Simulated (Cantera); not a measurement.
Input (Python, Cantera) and output of one run.

```python
import numpy as np
import cantera as ct

gas_names = """
    O2 S2
""".split()
cond_names = """
    Na(L) Na2O(L) Na2S(L) Na2SO4(L)
""".split()


# ... load() reads the species with a 1 bar reference pressure and builds the phases ...
species = {s.name: s for s in load("nasa_gas.yaml", gas_names) + load("nasa_condensed.yaml", cond_names)}
T = 1675
g = {n: (s.thermo.h(T) - T * s.thermo.s(T)) / (ct.gas_constant * T * np.log(10)) for n, s in species.items()}
valid = cond_names  # the entries whose range holds T


def stable(la, lb):
    # potentials (over RT ln 10) of the two non-metals from log10 p(O2) and log10 p(S2) in bar
    mu = {}
    mu["O"] = (g["O2"] + la) / 2
    mu["S"] = (g["S2"] + lb) / 2
    cost = {}
    for n in valid:
        c = species[n].composition
        cost[n] = (g[n] - sum(c.get(e, 0) * m for e, m in mu.items())) / c["Na"]
    return min(cost, key=cost.get)


results = []
for lb in [0, -0.9, -1.8, -2.7, -3.6, -4.5, -5.4, -6.3, -7.2, -8.1, -9]:
    row = [stable(la, lb) for la in [-25, -23.9, -22.7, -21.6, -20.5, -19.3, -18.2, -17, -15.9, -14.8, -13.6, -12.5, -11.4, -10.2, -9.1, -8, -6.8, -5.7, -4.5, -3.4, -2.3, -1.1, 0]]
    results.append(row)
    print(f"{lb:6.1f}  " + " ".join(f"{valid.index(n):x}" for n in row))
print("key: " + ", ".join(f"{i:x} {n}" for i, n in enumerate(valid)))
```

It prints:

```
   0.0  2 2 2 2 2 2 2 2 2 2 2 2 2 2 2 2 3 3 3 3 3 3 3
  -0.9  2 2 2 2 2 2 2 2 2 2 2 2 2 2 2 2 3 3 3 3 3 3 3
  -1.8  2 2 2 2 2 2 2 2 2 2 2 2 2 2 2 2 3 3 3 3 3 3 3
  -2.7  2 2 2 2 2 2 2 2 2 2 2 2 2 2 2 2 3 3 3 3 3 3 3
  -3.6  2 2 2 2 2 2 2 2 2 2 2 2 2 2 2 2 3 3 3 3 3 3 3
  -4.5  2 2 2 2 2 2 2 2 2 2 2 2 2 2 2 2 3 3 3 3 3 3 3
  -5.4  2 2 2 2 2 2 2 2 2 2 2 2 2 2 2 2 3 3 3 3 3 3 3
  -6.3  2 2 2 2 2 2 2 2 2 2 2 2 2 2 2 2 3 3 3 3 3 3 3
  -7.2  2 2 2 2 2 2 2 2 2 2 2 2 2 2 2 2 3 3 3 3 3 3 3
  -8.1  2 2 2 2 2 2 2 2 2 2 2 2 2 2 2 2 3 3 3 3 3 3 3
  -9.0  2 2 2 2 2 2 2 2 2 2 2 2 2 2 2 2 3 3 3 3 3 3 3
key: 0 Na(L), 1 Na2O(L), 2 Na2S(L), 3 Na2SO4(L)
```

Standard-state values (1 bar) from the NASA 1993 polynomials, evaluated with Cantera. Not in the tables: pyrosulfates. Part of the grid cannot be reached: there another gas would pass 10 bar, or a non-metal would condense.
